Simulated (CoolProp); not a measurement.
Vapour-liquid equilibrium of CH2F2 (R32) (1) + R142b (2) at 297.9 K; x and y are mole fractions of (1).

The numbers come from the multi-fluid Helmholtz-energy mixture model, Tillner-Roth 1997 and Lemmon 2006; pair parameters Bell 2016 in CoolProp.

Question: Give the bubble pressure and the first vapour's composition at x = 0.05, 0.65, 0.95. Is there an azeotrope?

Answer: x = 0.05: 4.070 bar, y = 0.200; x = 0.65: 12.43 bar, y = 0.864; x = 0.95: 16.13 bar, y = 0.979. No azeotrope shows between x = 0.05 and 0.95.

The pair parameters rest on a limited set of measurements; away from them the model extrapolates.
